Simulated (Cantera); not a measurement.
Input: 1 mol CH3F, 1.9 mol H2, at 1.00 bar.

Equilibrium computed with Cantera from the NASA thermochemical tables; the gas is ideal and each condensed phase is pure. Candidate condensed phases: C, C6H6, C7H8, C8H18; 110 gas species. Ions and electrons are included (thermal ionisation). Kinetics and transport are ignored.

**Question.** At 4727 °C, list the 4 most abundant gas species with their mole fractions, and the condensed phases.

**Answer.** H 0.758, C 0.0991, F 0.0883, HF 0.0292. Condensed: gas only.
